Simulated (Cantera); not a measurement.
## Calcination and drying: LiOH + H2O

Input: 1 mol LiOH, 1.6 mol H2O, at 6.00 bar.

These are equilibrium values from Cantera (NASA tables, ideal gas, pure condensed phases), not measurements of a reactor. Candidate condensed phases: H2O, Li, LiH, LiOH, Li2O; 17 gas species. The numbers say what is thermodynamically allowed, not how fast it happens.

| T (K) | x H2O | x LiOH | x Li2(OH)2 | x H2 | x O2 | x OH | x Li2O | n LiOH(l) |
|---|---|---|---|---|---|---|---|---|
| 900 | 1.00 | 8.39e-8 | 2.99e-8 | 1.51e-8 | 7.47e-9 | 3.64e-10 | <1e-12 | 1.00 |
| 1000 | 1.000 | 1.52e-6 | 3.58e-7 | 1.37e-7 | 6.74e-8 | 5.53e-9 | <1e-12 | 1.000 |
| 1100 | 1.000 | 1.58e-5 | 2.55e-6 | 8.42e-7 | 4.08e-7 | 5.13e-8 | <1e-12 | 1.000 |
| 1200 | 1.000 | 0.000107 | 1.23e-5 | 3.83e-6 | 1.83e-6 | 3.29e-7 | 8.93e-12 | 1.000 |
| 1300 | 0.999 | 0.000530 | 4.46e-5 | 1.39e-5 | 6.53e-6 | 1.58e-6 | 3.25e-10 | 0.999 |
| 1400 | 0.998 | 0.00204 | 0.000129 | 4.18e-5 | 1.94e-5 | 6.09e-6 | 6.79e-9 | 0.996 |
| 1500 | 0.993 | 0.00646 | 0.000314 | 0.000109 | 4.96e-5 | 1.95e-5 | 9.12e-8 | 0.989 |
| 1600 | 0.981 | 0.0174 | 0.000666 | 0.000251 | 0.000112 | 5.38e-5 | 8.64e-7 | 0.969 |
| 1700 | 0.957 | 0.0413 | 0.00126 | 0.000520 | 0.000228 | 0.000130 | 6.20e-6 | 0.927 |
| 1800 | 0.908 | 0.0879 | 0.00217 | 0.000975 | 0.000420 | 0.000281 | 3.59e-5 | 0.838 |
x: gas mole fraction; n: condensed amount in mol.

From 900 K to 1800 K the condensed part is LiOH(l). The main Li-bearing gas is LiOH throughout.
